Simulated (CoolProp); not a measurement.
Vapour-liquid equilibrium of R1234yf (1) + R152A (2) at 0.554 bar; x and y are mole fractions of (1).

Model: multi-fluid Helmholtz-energy mixture model, Lemmon 2022 and Outcalt 1996; pair parameters Bell 2023, in CoolProp.

| x | bubble temperature, mixture model (°C) | bubble temperature, Raoult's law (°C) | y, mixture model | y, Raoult's law |
|---|---|---|---|---|
| 0.05 | -37.7 | -37.2 | 0.088 | 0.064 |
| 0.125 | -38.7 | -37.6 | 0.196 | 0.157 |
| 0.2 | -39.5 | -38.0 | 0.285 | 0.247 |
| 0.275 | -40.2 | -38.5 | 0.362 | 0.332 |
| 0.35 | -40.7 | -38.9 | 0.431 | 0.414 |
| 0.425 | -41.1 | -39.3 | 0.496 | 0.493 |
| 0.5 | -41.4 | -39.7 | 0.558 | 0.568 |
| 0.575 | -41.7 | -40.2 | 0.620 | 0.641 |
| 0.65 | -41.9 | -40.6 | 0.682 | 0.710 |
| 0.725 | -42.0 | -41.0 | 0.746 | 0.777 |
| 0.8 | -42.2 | -41.3 | 0.812 | 0.841 |
| 0.875 | -42.3 | -41.7 | 0.880 | 0.903 |
| 0.95 | -42.3 | -42.1 | 0.951 | 0.962 |

The largest gap from Raoult's law is -1.8 K in bubble temperature, at x = 0.35. No azeotrope shows between x = 0.05 and 0.95.

The pair parameters rest on a limited set of measurements; away from them the model extrapolates.
